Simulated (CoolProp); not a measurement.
The numbers come from the reference Helmholtz-energy equation of state, Schmidt 1985 in CoolProp.

Task: Give the vapour pressure (MPa), liquid density (kg/m³), vapour density (kg/m³), surface tension (mN/m) of saturated oxygen at 105.8, 143.6 K.

Result: 
| T (K) | p (MPa) | liquid density (kg/m³) | vapour density (kg/m³) | surface tension (mN/m) |
|---|---|---|---|---|
| 105.8 | 0.402 | 1060 | 16.0 | 9.36 |
| 143.6 | 3.25 | 773 | 143 | 1.51 |

Surface tension comes from a separate correlation (Mulero 2012).
